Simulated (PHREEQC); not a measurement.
Make-up at 20 °C: 0.18 mol/kgw NaHCO3 and 0.0005 mol/kgw K2HPO4. Closed to the air; pH follows from the charge balance.

Model: ion-association model, wateq4f.dat, run in PHREEQC.

```
Quantity                  Result
-----------------  -------------
pH                          8.00
ionic strength     0.173 mol/kgw
activity of water          0.994
total alkalinity      180 meq/kg
```

| species | molality | activity | log γ |
|---|---|---|---|
| Na+ | 0.170 | 0.128 | -0.123 |
| HCO3- | 0.166 | 0.125 | -0.121 |
| NaHCO3 | 0.00866 | 0.00902 | 0.017 |
| CO2 | 0.00289 | 0.00301 | 0.017 |
| CO3-2 | 0.00162 | 0.000532 | -0.485 |
| NaCO3- | 0.00130 | 0.000981 | -0.121 |
| K+ | 0.001000 | 0.000724 | -0.140 |
| HPO4-2 | 0.000426 | 0.000135 | -0.500 |
| NaHPO4- | 4.44e-5 | 3.36e-5 | -0.121 |
| H2PO4- | 2.92e-5 | 2.21e-5 | -0.121 |
| OH- | 9.45e-7 | 6.80e-7 | -0.142 |
| KHPO4- | 2.51e-7 | 1.90e-7 | -0.121 |
| PO4-3 | 7.39e-8 | 5.53e-9 | -1.126 |
| H+ | 1.23e-8 | 9.92e-9 | -0.094 |

No solid was allowed to form. Complexes and solids missing from the database can't appear. H3PO4, which wateq4f.dat lacks, is added to it with the constant of phreeqc.dat.
